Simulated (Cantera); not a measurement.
A jet of CH4 : O2 : N2 = 0.043 : 0.09 : 0.79 (molar parts) at 300 K and 0.0286 atm hits a platinum plate 8.6 cm away at a mass flux of 0.12 kg/m²/s; the plate temperature is set and raised in steps from an oxygen-covered start.

Model: Deutschmann's 1995 Pt surface mechanism with GRI-Mech 3.0 gas chemistry, integrated in Cantera. Catalytic surfaces can have several steady states; this one follows from the mechanism file's or the stated starting coverage.

x: mole fraction at the wall; θ: surface coverage.

```csv
plate T (K),wall x CH4,wall x O2,wall x H2O,wall x OH,wall x CO,wall x CO2,θ free Pt,θ O*
950,0.0280,0.0579,0.0347,1.39e-7,(withheld),0.0228,0.382,0.617
1000,0.0227,0.0466,0.0446,3.83e-7,(withheld),0.0293,0.474,0.525
1050,0.0186,0.0379,0.0519,9.11e-7,(withheld),0.0344,0.563,0.436
1100,0.0155,0.0314,0.0575,1.95e-6,(withheld),0.0382,0.645,0.354
1150,0.0133,0.0268,0.0615,3.80e-6,(withheld),0.0408,0.719,0.281
```

Q: Some entries are withheld; supply them.

A: 
- 950, wall x CO: 1.94e-5
- 1000, wall x CO: 2.24e-5
- 1050, wall x CO: 2.63e-5
- 1100, wall x CO: 3.13e-5
- 1150, wall x CO: 3.85e-5
